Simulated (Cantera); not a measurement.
A perfectly stirred reactor is fed with CH3OH : O2 : N2 = 0.0023 : 0.0043 : 1 (molar parts), at 1.00 bar; it is held at 1375 K, and followed from long to short residence time.

Cantera simulation using GRI-Mech 3.0 (53 species, 325 reactions); the numbers are that mechanism's predictions, not measurements. GRI-Mech 3.0 was tuned for natural gas; its chemistry of methanol as a main component is partial and can be far from experiment.

Task: What does this change do: O2 0.0043 to 0.00048 parts?

Result: 
```json
[
 {"quantity": "x(CH3OH) at τ = 4.40 s", "before": "2.00e-7", "after": "5.38e-7"},
 {"quantity": "x(O2) at τ = 4.40 s", "before": "0.000854", "after": "3.62e-6"},
 {"quantity": "x(CH2) at τ = 4.40 s", "before": "8.57e-12", "after": "2.73e-10"},
 {"quantity": "x(CO2) at τ = 4.40 s", "before": "0.00226", "after": "0.000175"},
 {"quantity": "x(CO) at τ = 4.40 s", "before": "2.18e-5", "after": "0.00210"},
 {"quantity": "x(CH3OH) at τ = 72.0 ms", "before": "1.37e-6", "after": "6.20e-6"},
 {"quantity": "x(O2) at τ = 72.0 ms", "before": "0.00102", "after": "3.74e-5"},
 {"quantity": "x(CH2) at τ = 72.0 ms", "before": "1.92e-9", "after": "1.34e-8"},
 {"quantity": "x(CO2) at τ = 72.0 ms", "before": "0.00202", "after": "9.04e-5"},
 {"quantity": "x(CO) at τ = 72.0 ms", "before": "0.000257", "after": "0.00217"}
]
```
